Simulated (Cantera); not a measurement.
An adiabatic, constant-pressure homogeneous reactor starts with 1.05 % CH₄, 0.0513 % C₂H₆, 1.26 % C₃H₈, 9.30 % O₂, 88.4 % N₂, equivalence ratio 0.92, at 1200 K and 1.00 bar.

Model: GRI-Mech 3.0 (53 species, 325 reactions), integrated in Cantera. GRI-Mech 3.0 was tuned for natural gas; its chemistry of propane as a main component is partial and can be far from experiment.

**Question.** Predict: time of steepest temperature rise; temperature at 6.00 s; equilibrium temperature; x(OH) at 6.00 s.

**Answer.** 
- time of steepest temperature rise: 11.7 ms
- temperature at 6.00 s: 2098 K
- equilibrium temperature: 2098 K
- x(OH) at 6.00 s: 0.00117 (gas-phase equilibrium 0.00117)
